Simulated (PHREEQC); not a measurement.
Buffer: an equilibrium model

Consider water at 50 °C with 40 mmol/kgw KHCO3 and 1.3 mmol/kgw Na2HPO4. Closed to the air; pH follows from the charge balance.

The numbers come from PHREEQC with the ion-association model, wateq4f.dat.

```json
{
 "pH": "8.08",
 "ionic_strength": "0.0442 mol/kgw",
 "total_alkalinity": "41.3 meq/kg"
}
```

| species | molality | activity | log γ |
|---|---|---|---|
| K+ | 0.0400 | 0.0325 | -0.090 |
| HCO3- | 0.0389 | 0.0322 | -0.082 |
| Na+ | 0.00252 | 0.00208 | -0.085 |
| HPO4-2 | 0.00118 | 0.000547 | -0.333 |
| CO3-2 | 0.000547 | 0.000258 | -0.326 |
| CO2 | 0.000515 | 0.000521 | 0.004 |
| H2PO4- | 7.80e-5 | 6.47e-5 | -0.082 |
| KHPO4- | 4.18e-5 | 3.47e-5 | -0.082 |

This is a speciation only: nothing precipitates in the calculation. Complexes and solids missing from the database can't appear. H3PO4, which wateq4f.dat lacks, is added to it with the constant of phreeqc.dat. At this temperature some constants are extrapolated from 25 °C, and those without enthalpy data are left unchanged.
